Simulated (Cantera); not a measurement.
Standard-state values (1 bar) from the NASA 1993 polynomials, evaluated with Cantera. Values are per mole of reaction as written; species without (g) are pure solids or liquids, kept so even where they would boil at 1 bar.

2 H₂S(g) + 2 C + 2 Mg(g) = 2 MgS + C₂H₄(g)

```tsv
T (K)	ΔH° (kJ)	ΔS° (J/K)	ΔG° (kJ)	log10 K
948	-881.5	-382.8	-518.5	28.57
1048	-879.4	-380.7	-480.4	23.94
1148	-877.1	-378.7	-442.4	20.13
1248	?	?	?	?
1348	?	?	?	?
1448	-870.0	-373.1	-329.6	11.89
1548	?	?	?	?
```

Q: Some entries are withheld; supply them.

A: 
- 1248, ΔH° (kJ): -874.8
- 1248, ΔS° (J/K): -376.8
- 1248, ΔG° (kJ): -404.6
- 1248, log10 K: 16.94
- 1348, ΔH° (kJ): -872.4
- 1348, ΔS° (J/K): -374.9
- 1348, ΔG° (kJ): -367.1
- 1348, log10 K: 14.22
- 1548, ΔH° (kJ): -867.4
- 1548, ΔS° (J/K): -371.4
- 1548, ΔG° (kJ): -292.4
- 1548, log10 K: 9.87
